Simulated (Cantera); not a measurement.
Charge: 1 mol SF₆, 0.079 mol H₂, 0.18 mol O₂, equilibrated at 11.0 Pa.

Method: chemical equilibrium by Gibbs-energy minimisation in Cantera with the NASA 1993 tables (ideal gas, pure condensed phases). Candidate condensed phases: H₂O, H₂SO₄, S; 43 gas species. The numbers say what is thermodynamically allowed, not how fast it happens. All values below are at 2425 K.

Base state: F 0.819, S 0.109, SO 0.0262, HF 0.0220, O 0.0200, SO₂ 0.00164, S₂ 0.00131, O₂ 0.000451 (mole fractions); condensed: gas only.

Problem. What changes in the equilibrium state with this change: H₂ from 0.079 to 1.5 mol?

Solution. 
```csv
species,before,after
F,0.819,0.423
HF,0.0220,0.413
S,0.109,0.109
H,0.000134,0.00486
SO,0.0262,0.0260
O,0.0200,0.0200
SH,4.41e-7,1.60e-5
OH,1.38e-6,5.00e-5
```
